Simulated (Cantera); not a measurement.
What does this Cantera script print?

```python
import numpy as np
import cantera as ct

gas_names = """
    H HO2 H2 H2O H2O2 O OH O2 O3 Pb PbO Pb2
""".split()
cond_names = """
    H2O(s) H2O(L) Pb(cr) Pb(L) PbO(rd) PbO(yw) PbO(L) PbO2(s) Pb3O4(s)
""".split()


# ... load() reads the species with a 1 bar reference pressure and builds the phases ...
atoms = {
    'Pb': {'Pb': 1},
    'O2': {'O': 2},
    'H2': {'H': 2},
}
top_T = {'Pb3O4(s)': 820}  # K; cautious upper limits of use, not melting points


# ... equilibrate(T, P, feed) seeds the gas with the atoms and calls Mixture.equilibrate('TP', solver="vcs", rtol=1e-11, max_steps=5000) ...
results = []
feed = {'Pb': 1, 'O2': 0.083, 'H2': 16}  # mol
P = 1000  # Pa
for T in [450, 550, 650, 750, 850, 950, 1050, 1150, 1250]:
    mix = equilibrate(T, P, feed)
    results.append((T, P, feed, dict(zip(mix.species_names, mix.species_moles))))
    x = sorted(zip(gas.X, gas.species_names), reverse=True)
    print(f"T = {T:g} K  P = {P:g} Pa  gas = {mix.phase_moles(0):.4g} mol")
    print("   x: " + "  ".join(f"{s} {v:.3e}" for v, s in x if v > 0.001))
    print("   condensed (mol): " + ("  ".join(f"{mix.phase(i).name} {mix.phase_moles(i):.4g}"
          for i in range(1, mix.n_phases) if mix.phase_moles(i) > 1e-12) or "none"))
```

Result:

```
T = 450 K  P = 1000 Pa  gas = 16 mol
   x: H2 9.896e-01  H2O 1.037e-02
   condensed (mol): Pb(cr) 1
T = 550 K  P = 1000 Pa  gas = 16 mol
   x: H2 9.896e-01  H2O 1.038e-02
   condensed (mol): Pb(cr) 1
T = 650 K  P = 1000 Pa  gas = 16 mol
   x: H2 9.896e-01  H2O 1.037e-02
   condensed (mol): Pb(L) 1
T = 750 K  P = 1000 Pa  gas = 16 mol
   x: H2 9.896e-01  H2O 1.037e-02
   condensed (mol): Pb(L) 1
T = 850 K  P = 1000 Pa  gas = 16 mol
   x: H2 9.896e-01  H2O 1.037e-02
   condensed (mol): Pb(L) 0.9995
T = 950 K  P = 1000 Pa  gas = 16.01 mol
   x: H2 9.891e-01  H2O 1.037e-02
   condensed (mol): Pb(L) 0.9919
T = 1050 K  P = 1000 Pa  gas = 16.07 mol
   x: H2 9.850e-01  H2O 1.033e-02  Pb 4.653e-03
   condensed (mol): Pb(L) 0.9252
T = 1150 K  P = 1000 Pa  gas = 16.48 mol
   x: H2 9.610e-01  Pb 2.897e-02  H2O 1.007e-02
   condensed (mol): Pb(L) 0.5226
T = 1250 K  P = 1000 Pa  gas = 17 mol
   x: H2 9.314e-01  Pb 5.882e-02  H2O 9.765e-03
   condensed (mol): none
```

Equilibrium computed with Cantera from the NASA thermochemical tables; the gas is ideal and each condensed phase is pure.
